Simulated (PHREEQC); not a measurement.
# Buffer: an equilibrium model

Dissolve 0.07 mol/kgw NH4Cl, 0.0017 mol/kgw KOH and 0.0012 mol/kgw LiOH at 25 °C. Closed to the air; pH follows from the charge balance.

Model: ion-association model, phreeqc.dat, run in PHREEQC.

This is a speciation only: nothing precipitates in the calculation.

Problem. What pH does the model give?

Solution. pH 8.00.

Problem. In which forms is N present?

Solution. NH4+ 96 %, NH3 4.1 % of the N.

Species that the database lacks are ignored.
